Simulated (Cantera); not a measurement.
Input: 1 mol Si, 1.5 mol HCl, 4.6 mol H2, held at 100000 Pa.

Method: chemical equilibrium by Gibbs-energy minimisation in Cantera with the NASA 1993 tables (ideal gas, pure condensed phases). Candidate condensed phases: Si; 19 gas species. The tables' values for SiCl3 are old estimates; treat these amounts as uncertain. Kinetics and transport are ignored.

Q: At 600 °C, list the 4 most abundant gas species with their mole fractions, and the condensed phases.

A: H2 0.923, SiCl4 0.0415, SiHCl3 0.0303, HCl 0.00271. Condensed: Si(s).
